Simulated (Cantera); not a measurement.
A closed system holds: 1 mol B₂H₆, 0.68 mol NH₃, at 11.0 mbar.

These are equilibrium values from Cantera (NASA tables, ideal gas, pure condensed phases), not measurements of a reactor. Candidate condensed phases: B, BN; 15 gas species. The feed counts by its element totals alone. Mutual solubility and eutectic melting of coexisting phases are not modelled. The numbers say what is thermodynamically allowed, not how fast it happens. All values below are at 1250 K.

Base state: H₂ 1.000 (mole fractions); condensed: B(s) + BN(s).

Q: What changes in the equilibrium state with this change: 0.41 mol O₂ added?

A: 
| species | before | after |
|---|---|---|
| H₂ | 1.000 | 0.998 |
| HBO | 0 | 0.00129 |
| B₃O₃H₃ | 0 | 0.000725 |
| B₂O₂ | 0 | 2.80e-5 |
| HBO₂ | 0 | 1.61e-5 |
| B(s), mol | 1.32 | 0.769 |
| BN(s), mol | 0.680 | 0.680 |
| B₂O₃(l), mol | 0 | 0.269 |
Further candidate phases: B₂O₃, B₃O₃H₃, H₂O.
